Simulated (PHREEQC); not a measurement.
0.027 g of hydrous ferric oxide (600 m²/g; 0.2 weak and 0.005 strong sites per Fe, Dzombak-Morel constants, diffuse double layer) in 1 kg of water with 0.1 mol/kgw of an inert sodium salt, at 25 °C; the pH is set by adding NaOH or the inert anion's acid. Oxygen alone is held at its pressure in air (log pO2 = -0.68). The system is closed to CO2. Nothing may precipitate in this run.

All values are PHREEQC results (ion-association model, wateq4f.dat), not measurements.

| pH | surface charge σ (C/m²) | surface potential ψ (mV) |
|---|---|---|
| 3 | 0.363 | 153 |
| 3.38 | 0.354 | 152 |
| 3.75 | 0.338 | 149 |
| 4.12 | 0.311 | 145 |
| 4.5 | 0.272 | 138 |
| 4.88 | 0.229 | 129 |
| 5.25 | 0.186 | 119 |
| 5.62 | 0.146 | 107 |
| 6 | 0.111 | 93 |
| 6.38 | 0.082 | 79 |
| 6.75 | 0.058 | 63 |
| 7.12 | 0.039 | 47 |
| 7.5 | 0.022 | 29 |
| 7.88 | 0.008 | 11 |
| 8.25 | -0.005 | -7 |
| 8.62 | -0.018 | -25 |
| 9 | -0.034 | -42 |

Species that the database lacks are ignored. The oxide is taken as insoluble; below pH 4 it would dissolve.
